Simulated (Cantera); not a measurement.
Adiabatic ignition

An adiabatic, constant-pressure homogeneous reactor starts with CH4 : O2 : N2 = 2.9 : 3.08 : 11.6 (molar parts), equivalence ratio 1.9, at 1650 K and 100000 Pa.

Cantera simulation using GRI-Mech 3.0 (53 species, 325 reactions); the numbers are that mechanism's predictions, not measurements.

```tsv
t (s)	T (K)	x CH4	x O2	x H2	x CH2CO	x OH
2.00e-6	1650	0.165	0.175	1.24e-6	<1e-12	6.82e-8
5.70e-6	1650	0.165	0.175	3.86e-6	<1e-12	1.04e-7
1.62e-5	1650	0.165	0.175	1.24e-5	2.30e-12	2.24e-7
4.62e-5	1650	0.165	0.175	5.03e-5	7.23e-10	6.35e-7
0.000132	1652	0.163	0.174	0.000426	3.29e-7	2.60e-6
0.000375	2151	0.0377	0.0702	0.0830	0.00167	0.000970
0.00107	2657	4.57e-12	0.000131	0.137	<1e-12	0.00412
0.00304	2651	4.11e-12	0.000139	0.137	<1e-12	0.00422
0.00866	2651	4.14e-12	0.000139	0.137	<1e-12	0.00421
0.0247	2651	4.14e-12	0.000139	0.137	<1e-12	0.00421
0.0702	2651	4.14e-12	0.000139	0.137	<1e-12	0.00421
0.200	2651	4.14e-12	0.000139	0.137	<1e-12	0.00421
```
x: mole fraction; the columns are a selection and need not sum to one.

| Quantity | Value |
|---|---|
| time of steepest temperature rise | 0.380 ms |
| temperature at 0.200 s | 2651 K |
| equilibrium temperature | 2651 K |
| x(CH4) at 0.200 s | 4.14e-12 (gas-phase equilibrium 4.68e-12) |
| x(O2) at 0.200 s | 0.000139 (gas-phase equilibrium 0.000139) |
| x(H2) at 0.200 s | 0.137 (gas-phase equilibrium 0.137) |
